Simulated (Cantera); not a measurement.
An adiabatic, constant-volume homogeneous reactor starts with CH4 : CO : O2 : N2 : H2O = 1 : 1.4 : 1.42 : 5.34 : 1 (molar parts), equivalence ratio 1.9, at 1125 K and 1800 Torr. Integrator tolerance rtol = 1e-08.

Cantera simulation using GRI-Mech 3.0 (53 species, 325 reactions); the numbers are that mechanism's predictions, not measurements.

Question: What does this change do: 0.4 parts H2 added?

Answer: 
| quantity | before | after |
|---|---|---|
| time of steepest temperature rise | 0.191 s | 4.99 ms |
| temperature at 2.00 s | 2573 K | 2533 K |
| equilibrium temperature | 2573 K | 2533 K |
| x(CH4) at 2.00 s | 3.09e-11 (gas-phase equilibrium 3.48e-11) | 7.65e-11 (gas-phase equilibrium 8.59e-11) |
| x(CO) at 2.00 s | 0.159 (gas-phase equilibrium 0.159) | 0.163 (gas-phase equilibrium 0.163) |
| x(O2) at 2.00 s | 7.84e-5 (gas-phase equilibrium 7.84e-5) | 3.41e-5 (gas-phase equilibrium 3.41e-5) |
| x(NO) at 2.00 s | 0.000400 (gas-phase equilibrium 0.000400) | 0.000242 (gas-phase equilibrium 0.000242) |
| x(C2H) at 2.00 s | <1e-12 (gas-phase equilibrium <1e-12) | <1e-12 (gas-phase equilibrium <1e-12) |
| x(CH2O) at 2.00 s | 2.90e-8 (gas-phase equilibrium 2.90e-8) | 3.77e-8 (gas-phase equilibrium 3.77e-8) |
